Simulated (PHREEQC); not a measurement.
Dissolve 1.4 mol/kgw NaOH, 0.021 mol/kgw Na2SO4 and 0.0016 mol/kgw H4SiO4 at 25 °C. Closed to the air; pH follows from the charge balance.

Equilibrium calculation in PHREEQC: Pitzer model, pitzer.dat.

Each row changes one thing in this solution. No solid was allowed to form.

```tsv
case	pH	ionic strength (mol/kgw)	SI of Mirabilite (Na2SO4:10H2O)	SI of Thenardite (Na2SO4)
as made	14.00	1.47	-1.97	-2.70
NaOH from 1.4 to 7 mol/kgw	15.37	7.07	?	-1.41
0.6 mol/kgw K2SO4 added	14.08	3.27	-1.05	-1.68
temperature from 25 to 85 °C	12.50	1.47	-3.53	?
NaOH replaced by Na2CO3 at the same molality	11.72	4.25	-1.96	-2.67
temperature from 25 to 30 °C	?	1.47	-2.17	-2.66
H4SiO4 left out	14.00	1.46	-1.97	?
diluted 2-fold with water	13.68	0.732	-2.50	-3.34
NaOH left out	6.43	0.0630	-3.79	-4.73
```

**Question.** Complete the blanks.

**Answer.** 
- NaOH from 1.4 to 7 mol/kgw, SI of Mirabilite (Na2SO4:10H2O): -2.21
- temperature from 25 to 85 °C, SI of Thenardite (Na2SO4): -2.43
- temperature from 25 to 30 °C, pH: 13.84
- H4SiO4 left out, SI of Thenardite (Na2SO4): -2.69

In brines, pH and single-ion activities rest on the MacInnes convention. Away from 25 °C the constants follow the database's enthalpies or fits; those with neither stay at their 25 °C values.
